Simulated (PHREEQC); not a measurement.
**Hard or scaling water (model solution)**

A solution holds 0.0012 mol Ca(HCO3)2, 0.013 mol CO2 and 1.8e-05 mol H4SiO4 per kg of water, at 25 °C. Closed to the air; pH follows from the charge balance.

Computed with PHREEQC (ion-association model, phreeqc.dat).

The pH comes out as 5.59 and the ionic strength comes out as 0.00355 mol/kgw. The specific conductance comes out as 229 µS/cm and the total alkalinity is 2.40 meq/kg.

```json
[
 {"species": "CO2", "molality": "0.0130", "activity": "0.0130", "log γ": "0.000"},
 {"species": "HCO3-", "molality": "0.00237", "activity": "0.00223", "log γ": "-0.027"},
 {"species": "Ca+2", "molality": "0.00117", "activity": "0.000910", "log γ": "-0.110"},
 {"species": "CaHCO3+", "molality": "2.75e-5", "activity": "2.59e-5", "log γ": "-0.027"},
 {"species": "H4SiO4", "molality": "1.80e-5", "activity": "1.80e-5", "log γ": "0.000"},
 {"species": "(CO2)2", "molality": "3.10e-6", "activity": "3.10e-6", "log γ": "0.000"}
]
```

No solid was allowed to form. Complexes and solids missing from the database can't appear.
